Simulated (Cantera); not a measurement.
Mixture: 3.27 % CH4, 14.9 % O2, 81.8 % N2, equivalence ratio 0.44, at 56000 Pa, adiabatic and at constant pressure. Ignition delay is the time to a rise of 400 K.

Cantera simulation using GRI-Mech 3.0 (53 species, 325 reactions); the numbers are that mechanism's predictions, not measurements.

Task: Predict: delay at 1300 K; delay at 1375 K; delay at 1450 K; delay at 1525 K; delay at 1600 K; delay at 1675 K; apparent activation energy between 1525 and 1675 K.

Result: 
```json
{
 "delay at 1300 K": "16.9 ms",
 "delay at 1375 K": "6.79 ms",
 "delay at 1450 K": "3.10 ms",
 "delay at 1525 K": "1.60 ms",
 "delay at 1600 K": "0.938 ms",
 "delay at 1675 K": "0.618 ms",
 "apparent activation energy between 1525 and 1675 K": "140 kJ/mol"
}
```
